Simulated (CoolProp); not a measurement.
o-xylene along the isobar 0.193 MPa: density (kg/m³) from the reference equation and from simpler models built on Tc = 630.3 K, pc = 3.737 MPa, ω = 0.312; each cubic takes its own stable root.

Values from CoolProp's reference Helmholtz-energy equation of state, Zhou 2012.

```json
[
 {"T (K)": "275.6", "phase": "liquid", "reference": "895.0", "van der Waals": "513.4", "Redlich-Kwong": "764.3", "Soave-Redlich-Kwong": "780.3", "Peng-Robinson": "875.8"},
 {"T (K)": "294.5", "phase": "liquid", "reference": "879.2", "van der Waals": "505.5", "Redlich-Kwong": "751.8", "Soave-Redlich-Kwong": "769.8", "Peng-Robinson": "864.8"},
 {"T (K)": "313.5", "phase": "liquid", "reference": "863.1", "van der Waals": "497.3", "Redlich-Kwong": "738.5", "Soave-Redlich-Kwong": "758.6", "Peng-Robinson": "852.9"},
 {"T (K)": "332.4", "phase": "liquid", "reference": "847.0", "van der Waals": "488.8", "Redlich-Kwong": "724.5", "Soave-Redlich-Kwong": "746.7", "Peng-Robinson": "840.3"},
 {"T (K)": "351.4", "phase": "liquid", "reference": "830.4", "van der Waals": "7.478", "Redlich-Kwong": "709.7", "Soave-Redlich-Kwong": "733.8", "Peng-Robinson": "826.7"},
 {"T (K)": "370.3", "phase": "liquid", "reference": "813.7", "van der Waals": "7.043", "Redlich-Kwong": "694.1", "Soave-Redlich-Kwong": "720.1", "Peng-Robinson": "812.0"},
 {"T (K)": "389.3", "phase": "liquid", "reference": "796.4", "van der Waals": "6.656", "Redlich-Kwong": "677.4", "Soave-Redlich-Kwong": "705.3", "Peng-Robinson": "796.1"},
 {"T (K)": "408.3", "phase": "liquid", "reference": "778.5", "van der Waals": "6.312", "Redlich-Kwong": "659.7", "Soave-Redlich-Kwong": "689.3", "Peng-Robinson": "778.9"},
 {"T (K)": "427.2", "phase": "liquid", "reference": "760.1", "van der Waals": "6.005", "Redlich-Kwong": "6.100", "Soave-Redlich-Kwong": "672.1", "Peng-Robinson": "760.2"},
 {"T (K)": "446.2", "phase": "gas", "reference": "5.946", "van der Waals": "5.726", "Redlich-Kwong": "5.801", "Soave-Redlich-Kwong": "5.842", "Peng-Robinson": "5.858"},
 {"T (K)": "465.1", "phase": "gas", "reference": "5.634", "van der Waals": "5.475", "Redlich-Kwong": "5.534", "Soave-Redlich-Kwong": "5.566", "Peng-Robinson": "5.581"},
 {"T (K)": "484.1", "phase": "gas", "reference": "5.361", "van der Waals": "5.244", "Redlich-Kwong": "5.292", "Soave-Redlich-Kwong": "5.316", "Peng-Robinson": "5.330"},
 {"T (K)": "503", "phase": "gas", "reference": "5.122", "van der Waals": "5.034", "Redlich-Kwong": "5.072", "Soave-Redlich-Kwong": "5.091", "Peng-Robinson": "5.103"}
]
```

At some of these states van der Waals, Redlich-Kwong gives the other phase, because its saturation line lies elsewhere.
